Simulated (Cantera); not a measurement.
Input: 1 mol V, 3.6 mol H2O, 21 mol H2, equilibrated at 680 Pa.

Cantera equilibrium calculation (NASA polynomials, part measured and part estimated; ideal gas, pure solids and liquids). Candidate condensed phases: H2O, V, VO, V2O3, V2O4, V2O5; 12 gas species. Condensed phases not in the tables: the oxides between V2O3 and V2O5 other than VO2. Rates play no part.

x: gas mole fraction; n: condensed amount in mol.

| T (°C) | x H2 | x H | x H2O | x VO2 | x OH | x O | n V2O3(s) |
|---|---|---|---|---|---|---|---|
| 1300 | 0.914 | 0.000471 | 0.0853 | 1.68e-6 | 1.59e-6 | 6.89e-10 | 0.500 |
| 1400 | 0.913 | ? | 0.0853 | ? | ? | ? | 0.500 |
| 1500 | 0.911 | ? | 0.0851 | ? | ? | ? | 0.499 |
| 1600 | 0.907 | 0.00745 | 0.0847 | 0.000526 | 5.40e-5 | 3.36e-7 | 0.493 |
| 1700 | 0.899 | 0.0155 | 0.0832 | 0.00236 | 0.000136 | 1.73e-6 | 0.469 |
| 1800 | 0.882 | 0.0299 | 0.0788 | 0.00894 | 0.000304 | 7.42e-6 | 0.380 |
| 1900 | 0.848 | 0.0539 | 0.0670 | 0.0283 | 0.000570 | 2.54e-5 | 0.0959 |
| 2000 | 0.808 | 0.0915 | 0.0625 | 0.0332 | 0.00110 | 8.56e-5 | 0 |
| 2100 | 0.754 | 0.147 | 0.0603 | 0.0314 | 0.00209 | 0.000274 | 0 |
| 2200 | 0.681 | 0.223 | 0.0563 | 0.0293 | 0.00370 | 0.000801 | 0 |
| 2300 | 0.589 | 0.320 | 0.0498 | 0.0268 | 0.00608 | 0.00214 | 0 |
| 2400 | 0.483 | 0.432 | 0.0405 | 0.0239 | 0.00903 | 0.00517 | 0 |
| 2500 | 0.371 | 0.549 | 0.0287 | 0.0205 | 0.0116 | 0.0109 | 0 |

### Question
Complete the blanks.

### Answer

- 1500, x H: 0.00329
- 1500, x VO2: 9.73e-5
- 1500, x OH: 1.91e-5
- 1500, x O: 5.38e-8
- 1400, x H: 0.00132
- 1400, x VO2: 1.45e-5
- 1400, x OH: 5.93e-6
- 1400, x O: 6.93e-9
